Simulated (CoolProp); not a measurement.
Vapour-liquid equilibrium of R125 (1) + isobutane (2) at 29.95 °C; x and y are mole fractions of (1).

Computed with CoolProp (multi-fluid Helmholtz-energy mixture model, Lemmon 2005 and Bücker 2006; pair parameters Bell 2016).

Task: Give the bubble pressure and the first vapour's composition at x = 0.05, 0.5, 0.875. Is there an azeotrope?

Result: x = 0.05: 563.4 kPa, y = 0.285; x = 0.5: 1321 kPa, y = 0.750; x = 0.875: 1549 kPa, y = 0.898. No azeotrope shows between x = 0.05 and 0.95.

The pair parameters rest on a limited set of measurements; away from them the model extrapolates.
